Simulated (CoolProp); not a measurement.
R404A along the isobar 52.6 bar: fugacity coefficient from the reference equation and from simpler models built on Tc = 72.1 °C, pc = 37.35 bar, ω = 0.293; each cubic takes its own stable root.

Model: reference Helmholtz-energy equation of state, Lemmon 2003, in CoolProp. It is a pseudo-pure fit of the blend.

```json
[
 {"T (°C)": "-63.45", "phase": "liquid", "reference": "0.009234", "van der Waals": "0.08545", "Redlich-Kwong": "0.02054", "Soave-Redlich-Kwong": "0.009186", "Peng-Robinson": "0.009119"},
 {"T (°C)": "-44.05", "phase": "liquid", "reference": "0.02455", "van der Waals": "0.1304", "Redlich-Kwong": "0.04631", "Soave-Redlich-Kwong": "0.02491", "Peng-Robinson": "0.02433"},
 {"T (°C)": "-24.65", "phase": "liquid", "reference": "0.05382", "van der Waals": "0.1853", "Redlich-Kwong": "0.08822", "Soave-Redlich-Kwong": "0.05556", "Peng-Robinson": "0.05371"},
 {"T (°C)": "-5.35", "phase": "liquid", "reference": "0.1015", "van der Waals": "0.2487", "Redlich-Kwong": "0.1477", "Soave-Redlich-Kwong": "0.1062", "Peng-Robinson": "0.1020"},
 {"T (°C)": "14.05", "phase": "liquid", "reference": "0.1710", "van der Waals": "0.3193", "Redlich-Kwong": "0.2246", "Soave-Redlich-Kwong": "0.1807", "Peng-Robinson": "0.1730"},
 {"T (°C)": "33.45", "phase": "liquid", "reference": "0.2624", "van der Waals": "0.3948", "Redlich-Kwong": "0.3158", "Soave-Redlich-Kwong": "0.2783", "Peng-Robinson": "0.2662"},
 {"T (°C)": "52.85", "phase": "liquid", "reference": "0.3724", "van der Waals": "0.4726", "Redlich-Kwong": "0.4160", "Soave-Redlich-Kwong": "0.3944", "Peng-Robinson": "0.3773"},
 {"T (°C)": "72.15", "phase": "supercritical", "reference": "0.4926", "van der Waals": "0.5492", "Redlich-Kwong": "0.5173", "Soave-Redlich-Kwong": "0.5173", "Peng-Robinson": "0.4953"},
 {"T (°C)": "91.55", "phase": "supercritical", "reference": "0.6050", "van der Waals": "0.6210", "Redlich-Kwong": "0.6087", "Soave-Redlich-Kwong": "0.6261", "Peng-Robinson": "0.5996"},
 {"T (°C)": "110.95", "phase": "supercritical", "reference": "0.6786", "van der Waals": "0.6794", "Redlich-Kwong": "0.6741", "Soave-Redlich-Kwong": "0.6988", "Peng-Robinson": "0.6702"},
 {"T (°C)": "130.25", "phase": "supercritical", "reference": "0.7319", "van der Waals": "0.7221", "Redlich-Kwong": "0.7217", "Soave-Redlich-Kwong": "0.7525", "Peng-Robinson": "0.7231"},
 {"T (°C)": "149.65", "phase": "supercritical", "reference": "0.7746", "van der Waals": "0.7561", "Redlich-Kwong": "0.7599", "Soave-Redlich-Kwong": "0.7958", "Peng-Robinson": "0.7662"},
 {"T (°C)": "169.05", "phase": "supercritical", "reference": "0.8095", "van der Waals": "0.7843", "Redlich-Kwong": "0.7916", "Soave-Redlich-Kwong": "0.8315", "Peng-Robinson": "0.8021"}
]
```
